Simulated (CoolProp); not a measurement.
Saturated liquid density (kg/m³) of the fluoroketone C6F12O (FK-5-1-12): the reference equation beside estimates from Tc = 168.7 °C, pc = 1.869 MPa, ω = 0.471. Rackett uses Z = 0.29056 − 0.08775 ω.

Model: reference Helmholtz-energy equation of state, McLinden 2015, in CoolProp.

```json
[
 {"T (°C)": "13.55", "reference": "?", "Rackett": "1808", "Redlich-Kwong": "?"},
 {"T (°C)": "23.25", "reference": "1608", "Rackett": "1774", "Redlich-Kwong": "1371"},
 {"T (°C)": "32.95", "reference": "1578", "Rackett": "1739", "Redlich-Kwong": "1341"},
 {"T (°C)": "42.65", "reference": "1548", "Rackett": "1703", "Redlich-Kwong": "1309"},
 {"T (°C)": "52.35", "reference": "1516", "Rackett": "1666", "Redlich-Kwong": "1276"},
 {"T (°C)": "62.05", "reference": "1483", "Rackett": "1628", "Redlich-Kwong": "?"},
 {"T (°C)": "71.75", "reference": "1449", "Rackett": "1588", "Redlich-Kwong": "1205"},
 {"T (°C)": "81.45", "reference": "1413", "Rackett": "1546", "Redlich-Kwong": "1166"}
]
```

Problem. What belongs in the gaps?

Solution. 
- 13.55, reference: 1636
- 13.55, Redlich-Kwong: 1399
- 62.05, Redlich-Kwong: 1242

Absolute difference from the reference over all 8 rows, mean and median: Rackett 10.0 and 10.0 %, Redlich-Kwong 15.8 and 15.6 %.
